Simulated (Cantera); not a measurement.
Low-pressure radical oxidation in H2/O2

An isothermal, constant-pressure homogeneous reactor starts with 3.94 % H2, 96.1 % O2, equivalence ratio 0.021, at 1223 K and 0.0133 bar.

Model: the H2/O2 subset of GRI-Mech 3.0, which has no nitrogen chemistry, integrated in Cantera. Radical loss at walls, strong at low pressure, is not modelled. The temperature is held fixed by assumption; the heat of reaction is taken as removed at once.

| t (s) | x H2 | x O2 | x HO2 | x H2O | x O | x H |
|---|---|---|---|---|---|---|
| 2.00e-6 | 0.0394 | 0.961 | 1.06e-10 | <1e-12 | 2.68e-12 | 1.04e-10 |
| 1.07e-5 | 0.0394 | 0.961 | 5.68e-10 | 3.16e-12 | 7.04e-11 | 5.01e-10 |
| 5.69e-5 | 0.0394 | 0.961 | 3.03e-9 | 3.49e-10 | 1.47e-9 | 1.91e-9 |
| 0.000304 | 0.0394 | 0.961 | 1.62e-8 | 3.01e-8 | 3.22e-8 | 1.39e-8 |
| 0.00162 | 0.0391 | 0.960 | 4.81e-7 | 0.000196 | 0.000143 | 5.33e-5 |
| 0.00864 | 0.000513 | 0.931 | 2.63e-6 | 0.0353 | 0.0258 | 0.00442 |
| 0.0461 | 0.000283 | 0.945 | 2.18e-6 | 0.0376 | 0.0136 | 0.00172 |
| 0.246 | 4.12e-5 | 0.957 | 8.92e-7 | 0.0396 | 0.00192 | 9.21e-5 |
| 1.31 | 2.32e-6 | 0.960 | 1.23e-7 | 0.0401 | 0.000109 | 1.24e-6 |
| 7.00 | 1.69e-7 | 0.960 | 1.48e-8 | 0.0401 | 7.95e-6 | 2.46e-8 |
x: mole fraction; the columns are a selection and need not sum to one.

Equilibrium at this temperature and pressure: H2 7.26e-9, O2 0.960, HO2 1.16e-8, H2O 0.0402, O 3.45e-7, H 2.23e-10 (gas phase only).
